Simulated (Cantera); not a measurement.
Pyrogenic steam for wet oxidation

An isothermal, constant-pressure homogeneous reactor starts with 23.3 % H₂, 16.7 % O₂, 60.0 % N₂, equivalence ratio 0.70, at 900 K and 0.345 atm.

Cantera simulation using the H2/O2 subset of GRI-Mech 3.0, which has no nitrogen chemistry; the numbers are that mechanism's predictions, not measurements. Below about 950 K walls govern HO2 and H2O2 in real vessels. The temperature is held fixed by assumption; the heat of reaction is taken as removed at once.

```tsv
t (s)	x H₂	x O₂	x H	x OH	x H₂O₂
4.00e-6	0.233	0.167	1.80e-12	<1e-12	<1e-12
3.36e-5	0.233	0.167	1.49e-11	<1e-12	<1e-12
0.000283	0.233	0.167	3.62e-10	1.09e-11	1.25e-12
0.00238	0.131	0.119	0.00397	0.000415	2.05e-6
0.0200	0.0817	0.0951	6.39e-8	7.10e-9	5.89e-5
0.168	0.0809	0.0947	1.67e-7	2.08e-8	0.000153
1.41	0.0588	0.0841	3.48e-7	6.62e-8	0.000346
11.9	0.00154	0.0573	1.52e-8	7.74e-8	1.98e-5
100	1.15e-5	0.0566	6.75e-12	4.02e-9	8.08e-9
```
x: mole fraction; the columns are a selection and need not sum to one.

Equilibrium at this temperature and pressure: H₂ 6.04e-12, O₂ 0.0566, H <1e-12, OH 2.00e-8, H₂O₂ 2.53e-11 (gas phase only).
